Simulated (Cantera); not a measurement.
Charge: 1 mol B2O3, 4.5 mol H2, 5.6 mol N2, held at 1300 K and 15.0 Torr.

Equilibrium computed with Cantera from the NASA thermochemical tables; the gas is ideal and each condensed phase is pure. Candidate condensed phases: B, BN, B2O3, B3O3H3, H2O; 39 gas species. N2 is the only nitrogen source here; it is nearly inert below about 1500 K, so the nitride shown seldom forms there in practice. Mutual solubility and eutectic melting of coexisting phases are not modelled. Rates play no part.

Base state: N2 0.554, H2 0.444, H2O 0.000844, HBO2 0.000632, HBO 4.33e-5 (mole fractions); condensed: BN(s) + B2O3(l).

Task: What changes in the equilibrium state with this change: pressure from 15.0 Torr to 750 Torr?

Result: 
```
species         before     after
------------  --------  --------
N2               0.554     0.554
H2               0.444     0.443
H2O           0.000844   0.00310
HBO2          0.000632  0.000171
NH3            5.47e-7   2.72e-5
HBO            4.33e-5   3.18e-6
BN(s), mol     0.00766    0.0214
B2O3(l), mol     0.993     0.988
```
Gases not in the tables: H3BO3.
